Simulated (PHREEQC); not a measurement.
Solution (25 °C): 100 mmol/kgw Cu(BF4)2, 4.3 mmol/kgw ZnSO4 and 72 mmol/kgw Na2SO4. Closed to the air; pH follows from the charge balance.

Equilibrium calculation in PHREEQC: ion-association model, wateq4f.dat.

No solid was allowed to form.

### Question
Estimate the pH.

### Answer
pH 2.69.

### Question
In which forms is Cu present?

### Answer
Cu+2 70 %, CuSO4 29 %, CuF+ 1.3 % of the Cu.

Real BF4- forms and hydrolyses slowly; the run takes it at equilibrium.
